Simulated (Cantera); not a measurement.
An adiabatic, constant-pressure homogeneous reactor starts with 14.0 % CH4, 17.6 % O2, 66.0 % N2, 2.39 % CO2, at 1575 K and 0.510 bar.

Detailed kinetics in Cantera: GRI-Mech 3.0 (53 species, 325 reactions).

Question: Predict: time of steepest temperature rise; temperature at 5.00 s; equilibrium temperature; x(O2) at 5.00 s; x(O) at 5.00 s; x(N2O) at 5.00 s; x(OH) at 5.00 s.

Answer: 
```json
{
 "time_of_steepest_temperature_rise": "1.21 ms",
 "temperature at 5.00 s": "2647 K",
 "equilibrium_temperature": "2647 K",
 "x(O2) at 5.00 s": "0.00115 (gas-phase equilibrium 0.00115)",
 "x(O) at 5.00 s": "0.00137 (gas-phase equilibrium 0.00137)",
 "x(N2O) at 5.00 s": "6.43e-8 (gas-phase equilibrium 6.43e-8)",
 "x(OH) at 5.00 s": "0.00906 (gas-phase equilibrium 0.00906)"
}
```
